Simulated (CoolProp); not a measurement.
Sulfur dioxide along the isotherm 525 K: fugacity coefficient from the reference equation and from simpler models built on Tc = 430.6 K, pc = 78.87 bar, ω = 0.256; each cubic takes its own stable root.

Model: reference Helmholtz-energy equation of state, Gao 2016, in CoolProp.

```json
[
 {"p (bar)": "35", "phase": "gas", "reference": "0.9263"},
 {"p (bar)": "70", "phase": "gas", "reference": "0.8561"},
 {"p (bar)": "105", "phase": "supercritical", "reference": "0.7898"},
 {"p (bar)": "140", "phase": "supercritical", "reference": "0.7282"},
 {"p (bar)": "175", "phase": "supercritical", "reference": "0.6725"},
 {"p (bar)": "210", "phase": "supercritical", "reference": "0.6245"},
 {"p (bar)": "245", "phase": "supercritical", "reference": "0.5851"},
 {"p (bar)": "280", "phase": "supercritical", "reference": "0.5535"},
 {"p (bar)": "315", "phase": "supercritical", "reference": "0.5284"},
 {"p (bar)": "350", "phase": "supercritical", "reference": "0.5084"}
]
```

**Question.** How far does each simpler model (van der Waals, Soave-Redlich-Kwong, Peng-Robinson) lie from the reference over these 10 states: mean and median of the absolute difference, and the worst?

**Answer.** 
- van der Waals: mean 4.4 %, median 4.8 %, worst -6.9 % at 525 K and 210 bar
- Soave-Redlich-Kwong: mean 4.0 %, median 3.5 %, worst +8.9 % at 525 K and 350 bar
- Peng-Robinson: mean 1.6 %, median 1.7 %, worst -2.8 % at 525 K and 140 bar
